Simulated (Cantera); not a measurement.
Input: 1 mol FeS, 1.1 mol SO3, 12 mol N2, equilibrated at 702 °C and 3830 Torr.

Cantera equilibrium calculation (NASA polynomials, part measured and part estimated; ideal gas, pure solids and liquids). Candidate condensed phases: Fe, FeO, FeS, FeSO4, FeS2, Fe2O3, Fe2(SO4)3, Fe3O4, S; 19 gas species. FeS: taken at fixed stoichiometry. Gases not in the tables: S3 to S7. Kinetics and transport are ignored.

What is the equilibrium state?


```json
{
 "x(N2)": "0.893",
 "x(SO2)": "0.104",
 "x(S2)": "0.00256",
 "x(S2O)": "0.000325",
 "x(SO)": "2.19e-6",
 "n(FeS(s))": "0.625 mol",
 "n(Fe3O4(s))": "0.125 mol",
 "gas_amount": "13.44 mol",
 "log10 activity of S(l) (absent)": "-1.24",
 "log10 activity of Fe(α) (absent)": "-4.36"
}
```
